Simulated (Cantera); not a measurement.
Input (Python, Cantera) and output of one run.

```python
import numpy as np
import cantera as ct

gas_names = """
    B BN B2 N N2
""".split()
cond_names = """
    B(b) B(L) BN(s)
""".split()


def load(file, names, dense=False):
    # The tables refer to 1 bar. Condensed volumes are neglected.
    table = {s.name: s for s in ct.Species.list_from_file(file)}
    out = []
    for n in names:
        d = dict(table[n].input_data)
        d["thermo"] = dict(d["thermo"], **{"reference-pressure": 1e5})
        if dense:
            d["equation-of-state"] = {"model": "constant-volume", "density": "1e6 g/cm^3"}
        out.append(ct.Species.from_dict(d))
    return out


gas = ct.Solution(thermo="ideal-gas", species=load("nasa_gas.yaml", gas_names))
cond = {s.name: ct.Solution(thermo="fixed-stoichiometry", species=[s], name=s.name)
        for s in load("nasa_condensed.yaml", cond_names, dense=True)}
atoms = {
    'BN': {'B': 1, 'N': 1},
    'N2': {'N': 2},
}
top_T = {'BN(s)': 3200}  # K; cautious upper limits of use, not melting points


def equilibrate(T, P, feed):
    n = {}
    for name, mol in feed.items():
        for a, k in atoms[name].items():
            n[a] = n.get(a, 0.0) + k * mol
    gas.TPX = T, P, n
    mass = sum(n.values()) * gas.mean_molecular_weight
    gas.equilibrate("TP")
    valid = [c for c in cond.values() if c.min_temp <= T <= top_T.get(c.name, c.max_temp)]
    mix = ct.Mixture([(gas, mass / gas.mean_molecular_weight)] + [(c, 0.0) for c in valid])
    mix.T, mix.P = T, P
    mix.equilibrate("TP", solver="vcs", rtol=1e-11, max_steps=5000)
    return mix


results = []
feed = {'BN': 1, 'N2': 8}  # mol
P = 550  # Pa
for T in [1873, 1948, 2023, 2098, 2173, 2248, 2323, 2398, 2473, 2548, 2623, 2698, 2773, 2848]:
    mix = equilibrate(T, P, feed)
    results.append((T, P, feed, dict(zip(mix.species_names, mix.species_moles))))

top = {s: max(r[3][s] / sum(r[3][g] for g in gas_names) for r in results) for s in gas_names}
cols = sorted((s for s in top if top[s] > 1e-06), key=lambda s: -top[s])[:7]
seen = [c for c in cond_names if any(r[3].get(c, 0) > 1e-12 for r in results)]
print("log10 of partial pressures in bar; condensed amounts in mol")
print(f"{'T/K':>10s}" + "".join(f"{s[:9]:>10s}" for s in cols + seen))
for T, P, feed, n in results:
    ng = sum(n[g] for g in gas_names)
    print(f"{T:10.4g}" + "".join(f"{np.log10(max(n[s] / ng * P / 1e5, 1e-99)):10.3f}" for s in cols)
          + "".join(f"{n.get(c, 0):10.4g}" for c in seen))
```

Output:

```
log10 of partial pressures in bar; condensed amounts in mol
       T/K        N2         B        BN         N        B2      B(b)      B(L)     BN(s)
      1873    -2.260    -9.131   -10.067   -11.024   -15.858         0         0         1
      1948    -2.260    -8.269    -9.298   -10.509   -14.450         0         0         1
      2023    -2.260    -7.472    -8.588   -10.032   -13.148         0         0    0.9999
      2098    -2.260    -6.733    -7.929    -9.589   -11.941         0         0    0.9997
      2173    -2.260    -6.045    -7.316    -9.176   -10.819         0         0    0.9986
      2248    -2.260    -5.404    -6.745    -8.791    -9.773         0         0     0.994
      2323    -2.261    -4.870    -6.277    -8.430    -8.928    0.9783         0         0
      2398    -2.262    -4.506    -5.975    -8.093    -8.406         0    0.9498         0
      2473    -2.265    -4.176    -5.704    -7.777    -7.942         0    0.8925         0
      2548    -2.271    -3.866    -5.452    -7.480    -7.506         0    0.7785         0
      2623    -2.282    -3.574    -5.217    -7.203    -7.097         0    0.5568         0
      2698    -2.302    -3.299    -5.001    -6.947    -6.711         0    0.1279         0
      2773    -2.308    -3.245    -4.995    -6.698    -6.757         0         0         0
      2848    -2.308    -3.244    -5.038    -6.458    -6.902         0         0         0
```

These are equilibrium values from Cantera (NASA tables, ideal gas, pure condensed phases), not measurements of a reactor.
